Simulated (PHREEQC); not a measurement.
Synthetic water in mmol/kgw, 25 °C, pH 2.24, pe 8.8:

| constituent | mmol/kgw |
|---|---|
| Na | 91.5 |
| K | 1.04 |
| Ca | 1.71 |
| Mg | 5.57 |
| Cl | 4.09 |
| S(6) | 56.4 |
| N(5) | 0.514 |
| Zn | 0.113 |
| Mn(2) | 0.0109 |
| Fe(3) | 0.0982 |

Valence states are taken as typed.

Model: ion-association model, wateq4f.dat, run in PHREEQC.

This is a speciation only: nothing precipitates in the calculation.

Q: Order these Mn species by the share of Mn that they hold, largest first: Mn+2, MnSO4, MnCl+.

A: Mn+2 (56 %), MnSO4 (44 %), MnCl+ (0.33 %)

The pH is 2.24 and the ionic strength 0.140 mol/kgw. The solution is supersaturated, for example in Hematite (slow to form), Goethite (slow to form), so a real one may precipitate; this is no full list.
